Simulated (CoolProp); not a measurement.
Nitrogen along the isobar 15.3 MPa: density (kg/m³) from the reference equation and from simpler models built on Tc = 126.2 K, pc = 3.396 MPa, ω = 0.037; each cubic takes its own stable root.

Values from CoolProp's reference Helmholtz-energy equation of state, Span 2000.

```csv
T (K),phase,reference
116.4,liquid,682.1
129.4,supercritical,621.6
142.4,supercritical,556.0
155.4,supercritical,487.1
168.4,supercritical,420.8
181.4,supercritical,363.8
194.4,supercritical,318.5
207.4,supercritical,283.5
220.4,supercritical,256.1
233.4,supercritical,234.2
246.4,supercritical,216.3
259.4,supercritical,201.4
272.5,supercritical,188.7
```

Q: How far does each simpler model (van der Waals, Redlich-Kwong, Soave-Redlich-Kwong, Peng-Robinson) lie from the reference over these 13 states: mean and median of the absolute difference, and the worst?

A: 
- van der Waals: mean 9.3 %, median 5.6 %, worst -24.4 % at 116.4 K and 15.3 MPa
- Redlich-Kwong: mean 1.5 %, median 1.6 %, worst -2.9 % at 155.4 K and 15.3 MPa
- Soave-Redlich-Kwong: mean 2.9 %, median 2.9 %, worst -4.5 % at 168.4 K and 15.3 MPa
- Peng-Robinson: mean 4.3 %, median 2.7 %, worst +11.3 % at 116.4 K and 15.3 MPa
